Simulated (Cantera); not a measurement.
An adiabatic, constant-pressure homogeneous reactor starts with 4.13 % CH4, 2.07 % CO, 18.6 % O2, 69.8 % N2, 5.37 % H2O, at 1273 K and 18.0 bar.

Detailed kinetics in Cantera: GRI-Mech 3.0 (53 species, 325 reactions). The pressure lies above the range GRI-Mech 3.0 was tuned for (to about 10 atm).

One state of this run: T (K) = 2251; x CH4 = <1e-12; x CO = 0.000416; x O2 = 0.0902; x H2O = 0.136; x HO2 = 8.89e-6. x: mole fraction; the columns are a selection and need not sum to one.

Which value of t (s) does it belong to?
A) 2.55e-5
B) 7.25e-5
C) 0.0380
D) 0.000206

C, 0.0380
